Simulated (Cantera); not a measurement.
A freely propagating, adiabatic, planar premixed flame of CH4 : H2 : O2 : N2 = 1 : 0.099 : 3.11 : 11.7 (molar parts), unburnt at 650 K and 97.5 Torr; mixture-averaged transport, grid criteria slope 0.08 and curve 0.16, no radiation.

Detailed kinetics in Cantera: GRI-Mech 3.0 (53 species, 325 reactions). Burning velocities carry a grid error of a few per cent, more on coarse grids.

**Question.** Predict: laminar burning velocity; thermal thickness; peak x(C2H6); peak x(O); peak x(CO).

**Answer.** 
- laminar burning velocity = 174 cm/s
- thermal thickness = 2.29 mm
- peak x(C2H6) = 0.000521
- peak x(O) = 0.00972
- peak x(CO) = 0.0373
